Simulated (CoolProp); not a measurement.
Vapour-liquid equilibrium of benzene (1) + o-xylene (2) at 368.7 K; x and y are mole fractions of (1).

Values from CoolProp's multi-fluid Helmholtz-energy mixture model, Thol 2012 and Zhou 2012; pair parameters Bell 2016.

```tsv
x	bubble pressure (MPa)	y at the bubble point	dew pressure at overall composition x (MPa)	liquid density (mol/L)
0.05	0.02826	0.236	0.02366	7.778
0.125	0.03829	0.482	0.02531	7.933
0.2	0.04974	[?]	0.02722	8.091
0.275	0.06195	[?]	0.02947	8.253
0.35	0.07427	0.805	0.03213	[?]
0.425	0.08620	0.851	0.03535	8.591
0.5	0.09744	0.884	[?]	8.768
0.575	0.1079	0.909	0.04435	8.952
0.65	0.1175	0.929	0.05096	9.144
0.725	0.1266	0.945	0.06002	9.345
0.8	0.1353	0.960	0.07323	9.557
0.875	0.1440	0.975	0.09416	9.781
0.95	[?]	0.989	0.1293	10.02
```

Task: Some entries are withheld; supply them.

Result: 
- 0.2, y at the bubble point: 0.638
- 0.275, y at the bubble point: 0.738
- 0.35, liquid density (mol/L): 8.419
- 0.5, dew pressure at overall composition x (MPa): 0.03932
- 0.95, bubble pressure (MPa): 0.1531

No azeotrope shows between x = 0.05 and 0.95.

Pair parameters are fitted to limited data, so mixtures are less certain than the pure fluids. The gap from Raoult's law changes sign with composition, which may be real or a fault of the pair parameters; it wasn't checked against measurements.
